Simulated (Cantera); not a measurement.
What does this Cantera script print?

```python
import numpy as np
import cantera as ct

gas_names = """
    Br Br2 H HBr H2
""".split()
cond_names = """
    Br2(cr) Br2(L)
""".split()


def load(file, names, dense=False):
    # The tables refer to 1 bar. Condensed volumes are neglected.
    table = {s.name: s for s in ct.Species.list_from_file(file)}
    out = []
    for n in names:
        d = dict(table[n].input_data)
        d["thermo"] = dict(d["thermo"], **{"reference-pressure": 1e5})
        if dense:
            d["equation-of-state"] = {"model": "constant-volume", "density": "1e6 g/cm^3"}
        out.append(ct.Species.from_dict(d))
    return out


gas = ct.Solution(thermo="ideal-gas", species=load("nasa_gas.yaml", gas_names))
cond = {s.name: ct.Solution(thermo="fixed-stoichiometry", species=[s], name=s.name)
        for s in load("nasa_condensed.yaml", cond_names, dense=True)}
atoms = {
    'HBr': {'H': 1, 'Br': 1},
    'H2': {'H': 2},
}
top_T = {}  # K; cautious upper limits of use, not melting points


def equilibrate(T, P, feed):
    n = {}
    for name, mol in feed.items():
        for a, k in atoms[name].items():
            n[a] = n.get(a, 0.0) + k * mol
    gas.TPX = T, P, n
    mass = sum(n.values()) * gas.mean_molecular_weight
    gas.equilibrate("TP")
    valid = [c for c in cond.values() if c.min_temp <= T <= top_T.get(c.name, c.max_temp)]
    mix = ct.Mixture([(gas, mass / gas.mean_molecular_weight)] + [(c, 0.0) for c in valid])
    mix.T, mix.P = T, P
    mix.equilibrate("TP", solver="vcs", rtol=1e-11, max_steps=5000)
    return mix


results = []
feed = {'HBr': 1, 'H2': 3.9}  # mol
T = 2875  # K
P = 133.322  # Pa
mix = equilibrate(T, P, feed)
results.append((T, P, feed, dict(zip(mix.species_names, mix.species_moles))))
x = sorted(zip(gas.X, gas.species_names), reverse=True)
print(f"T = {T:g} K  P = {P:g} Pa  gas = {mix.phase_moles(0):.4g} mol")
print("   x: " + "  ".join(f"{s} {v:.3e}" for v, s in x if v > 0.001))
print("   condensed (mol): " + ("  ".join(f"{mix.phase(i).name} {mix.phase_moles(i):.4g}"
      for i in range(1, mix.n_phases) if mix.phase_moles(i) > 1e-12) or "none"))
```

Output:

```
T = 2875 K  P = 133.322 Pa  gas = 9.074 mol
   x: H 8.114e-01  Br 1.086e-01  H2 7.840e-02  HBr 1.584e-03
   condensed (mol): none
```

These are equilibrium values from Cantera (NASA tables, ideal gas, pure condensed phases), not measurements of a reactor.
